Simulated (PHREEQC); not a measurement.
Consider water at 20 °C with 0.27 mol/kgw NH3, 0.011 mol/kgw H3BO3 and 0.029 mol/kgw K3PO4. Closed to the air; pH follows from the charge balance.

All values are PHREEQC results (ion-association model, phreeqc.dat), not measurements.

Each row changes one thing in this solution. This is a speciation only: nothing precipitates in the calculation.

```tsv
case	pH	ionic strength (mol/kgw)	PO4-3 (mol/kgw)	HPO4-2 (mol/kgw)	NH4+ (mol/kgw)	KHPO4- (mol/kgw)
as made	11.74	0.146	0.0147	0.0136	0.00177	0.000735
0.03 mol/kgw Na2SO4 added	11.69	0.226	0.0156	0.0125	0.00214	0.000553
0.004 mol/kgw NaOH added	11.85	0.154	0.0168	0.0116	0.00138	0.000618
K3PO4 from 0.029 to 0.0145 mol/kgw	11.47	0.0683	0.00399	0.0101	0.00297	0.000356
H3BO3 from 0.011 to 0.0165 mol/kgw	11.57	0.140	0.0117	0.0164	0.00260	0.000898
```
